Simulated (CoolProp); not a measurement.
Vapour-liquid equilibrium of n-octane (1) + p-xylene (2) at 112.05 °C; x and y are mole fractions of (1).

Computed with CoolProp (multi-fluid Helmholtz-energy mixture model, Beckmüller 2019 and Zhou 2012; pair parameters Bell 2016).

```
x     bubble pressure (bar)  y at the bubble point  dew pressure at overall composition x (bar)  liquid density (mol/L)
----  ---------------------  ---------------------  -------------------------------------------  ----------------------
0.05                 0.4942                  0.086                                       0.4857                   7.213
0.2                  0.5437                  0.290                                       0.5215                   6.872
0.35                 0.5821                  0.448                                       0.5584                   6.560
0.5                  0.6130                  0.583                                       0.5944                   6.272
0.65                 0.6386                  0.709                                       0.6271                   6.007
0.8                  0.6601                  0.832                                       0.6549                   5.762
0.95                 0.6783                  0.958                                       0.6773                   5.534
```

No azeotrope shows between x = 0.05 and 0.95.

The pair parameters rest on a limited set of measurements; away from them the model extrapolates.
